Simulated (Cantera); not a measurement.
Charge: 1 mol Cr, a varied amount of H2O, 2.1 mol H2, equilibrated at 43.0 mbar.

Method: chemical equilibrium by Gibbs-energy minimisation in Cantera with the NASA 1993 tables (ideal gas, pure condensed phases). Candidate condensed phases: Cr, Cr2O3, H2O; 13 gas species. Mutual solubility and eutectic melting of coexisting phases are not modelled. Kinetics and transport are ignored.

What condenses at these points (T in K, n(H2O) in mol): (2325, 0.12); (2025, 0.07); (2375, 0.25); (2025, 0.032); (2275, 0.19); (2175, 0.09); (2125, 0.33)?


```csv
T (K),n(H2O) in mol,condensed phases,Cr condensed (%)
2325,0.12,gas only,0.0
2025,0.07,Cr + Cr2O3,92.0
2375,0.25,gas only,0.0
2025,0.032,Cr,92.1
2275,0.19,Cr2O3,3.4
2175,0.09,Cr + Cr2O3,57.8
2125,0.33,Cr + Cr2O3,72.5
```
